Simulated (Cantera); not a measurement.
Input (Python, Cantera) and output of one run.

```python
import numpy as np
import cantera as ct

gas_names = """
    Cu CuO Cu2 H HO2 H2 H2O H2O2 O OH O2 O3
""".split()
cond_names = """
    Cu(cr) Cu(L) CuO(s) CuO2H2(s) Cu2O(s) Cu2O(L) H2O(s) H2O(L)
""".split()


def load(file, names, dense=False):
    # The tables refer to 1 bar. Condensed volumes are neglected.
    table = {s.name: s for s in ct.Species.list_from_file(file)}
    out = []
    for n in names:
        d = dict(table[n].input_data)
        d["thermo"] = dict(d["thermo"], **{"reference-pressure": 1e5})
        if dense:
            d["equation-of-state"] = {"model": "constant-volume", "density": "1e6 g/cm^3"}
        out.append(ct.Species.from_dict(d))
    return out


gas = ct.Solution(thermo="ideal-gas", species=load("nasa_gas.yaml", gas_names))
cond = {s.name: ct.Solution(thermo="fixed-stoichiometry", species=[s], name=s.name)
        for s in load("nasa_condensed.yaml", cond_names, dense=True)}
atoms = {
    'Cu2O': {'Cu': 2, 'O': 1},
    'H2': {'H': 2},
}
top_T = {'CuO(s)': 1390}  # K; cautious upper limits of use, not melting points


def equilibrate(T, P, feed):
    n = {}
    for name, mol in feed.items():
        for a, k in atoms[name].items():
            n[a] = n.get(a, 0.0) + k * mol
    gas.TPX = T, P, n
    mass = sum(n.values()) * gas.mean_molecular_weight
    gas.equilibrate("TP")
    valid = [c for c in cond.values() if c.min_temp <= T <= top_T.get(c.name, c.max_temp)]
    mix = ct.Mixture([(gas, mass / gas.mean_molecular_weight)] + [(c, 0.0) for c in valid])
    mix.T, mix.P = T, P
    mix.equilibrate("TP", solver="vcs", rtol=1e-11, max_steps=5000)
    return mix


results = []
feed = {'Cu2O': 1, 'H2': 85}  # mol
T = 1473.15  # K
for P in [10, 52, 270, 1400, 7200, 37000, 190000, 1000000]:
    mix = equilibrate(T, P, feed)
    results.append((T, P, feed, dict(zip(mix.species_names, mix.species_moles))))
    x = sorted(zip(gas.X, gas.species_names), reverse=True)
    print(f"T = {T:g} K  P = {P:g} Pa  gas = {mix.phase_moles(0):.4g} mol")
    print("   x: " + "  ".join(f"{s} {v:.3e}" for v, s in x if v > 1e-05))
    print("   condensed (mol): " + ("  ".join(f"{mix.phase(i).name} {mix.phase_moles(i):.4g}"
          for i in range(1, mix.n_phases) if mix.phase_moles(i) > 1e-12) or "none"))
```

Result:

```
T = 1473.15 K  P = 10 Pa  gas = 87.05 mol
   x: H2 9.643e-01  Cu 2.297e-02  H2O 1.149e-02  H 1.245e-03
   condensed (mol): none
T = 1473.15 K  P = 52 Pa  gas = 85.88 mol
   x: H2 9.778e-01  H2O 1.164e-02  Cu 9.978e-03  H 5.496e-04
   condensed (mol): Cu(L) 1.143
T = 1473.15 K  P = 270 Pa  gas = 85.17 mol
   x: H2 9.861e-01  H2O 1.174e-02  Cu 1.922e-03  H 2.422e-04
   condensed (mol): Cu(L) 1.836
T = 1473.15 K  P = 1400 Pa  gas = 85.04 mol
   x: H2 9.878e-01  H2O 1.176e-02  Cu 3.706e-04  H 1.065e-04
   condensed (mol): Cu(L) 1.968
T = 1473.15 K  P = 7200 Pa  gas = 85.01 mol
   x: H2 9.881e-01  H2O 1.176e-02  Cu 7.206e-05  H 4.695e-05
   condensed (mol): Cu(L) 1.994
T = 1473.15 K  P = 37000 Pa  gas = 85 mol
   x: H2 9.882e-01  H2O 1.176e-02  H 2.071e-05  Cu 1.402e-05
   condensed (mol): Cu(L) 1.999
T = 1473.15 K  P = 190000 Pa  gas = 85 mol
   x: H2 9.882e-01  H2O 1.176e-02
   condensed (mol): Cu(L) 2
T = 1473.15 K  P = 1e+06 Pa  gas = 85 mol
   x: H2 9.882e-01  H2O 1.176e-02
   condensed (mol): Cu(L) 2
```

Method: chemical equilibrium by Gibbs-energy minimisation in Cantera with the NASA 1993 tables (ideal gas, pure condensed phases).
